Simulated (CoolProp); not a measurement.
Vapour pressure (MPa) of nitrogen: the reference equation beside estimates from Tc = 126.2 K, pc = 3.396 MPa, ω = 0.037.

Model: reference Helmholtz-energy equation of state, Span 2000, in CoolProp.

```json
[
 {"T (K)": "95.5", "reference": "0.5615", "Lee-Kesler": "0.5620", "van der Waals": "1.002", "Soave-Redlich-Kwong": "0.5648", "Peng-Robinson": "0.5631"},
 {"T (K)": "98", "reference": "0.6756", "Lee-Kesler": "0.6761", "van der Waals": "1.133", "Soave-Redlich-Kwong": "0.6807", "Peng-Robinson": "0.6775"},
 {"T (K)": "100.6", "reference": "0.8111", "Lee-Kesler": "0.8113", "van der Waals": "1.281", "Soave-Redlich-Kwong": "0.8185", "Peng-Robinson": "0.8136"},
 {"T (K)": "103.2", "reference": "0.9651", "Lee-Kesler": "0.9649", "van der Waals": "1.440", "Soave-Redlich-Kwong": "0.9751", "Peng-Robinson": "0.9685"},
 {"T (K)": "105.7", "reference": "1.132", "Lee-Kesler": "1.131", "van der Waals": "1.605", "Soave-Redlich-Kwong": "1.145", "Peng-Robinson": "1.136"},
 {"T (K)": "108.3", "reference": "1.326", "Lee-Kesler": "1.325", "van der Waals": "1.788", "Soave-Redlich-Kwong": "1.342", "Peng-Robinson": "1.332"},
 {"T (K)": "110.9", "reference": "1.544", "Lee-Kesler": "1.541", "van der Waals": "1.983", "Soave-Redlich-Kwong": "1.563", "Peng-Robinson": "1.552"},
 {"T (K)": "113.4", "reference": "1.776", "Lee-Kesler": "1.773", "van der Waals": "2.183", "Soave-Redlich-Kwong": "1.798", "Peng-Robinson": "1.786"},
 {"T (K)": "116", "reference": "2.043", "Lee-Kesler": "2.040", "van der Waals": "2.403", "Soave-Redlich-Kwong": "2.067", "Peng-Robinson": "2.055"},
 {"T (K)": "118.6", "reference": "2.339", "Lee-Kesler": "2.336", "van der Waals": "2.637", "Soave-Redlich-Kwong": "2.364", "Peng-Robinson": "2.352"},
 {"T (K)": "121.1", "reference": "2.652", "Lee-Kesler": "2.651", "van der Waals": "2.874", "Soave-Redlich-Kwong": "2.675", "Peng-Robinson": "2.666"},
 {"T (K)": "123.7", "reference": "3.012", "Lee-Kesler": "3.012", "van der Waals": "3.134", "Soave-Redlich-Kwong": "3.028", "Peng-Robinson": "3.023"}
]
```

Absolute difference from the reference over all 12 rows, mean and median: Lee-Kesler 0.1 and 0.1 %, van der Waals 35.3 and 31.6 %, Soave-Redlich-Kwong 1.0 and 1.1 %, Peng-Robinson 0.4 and 0.4 %.
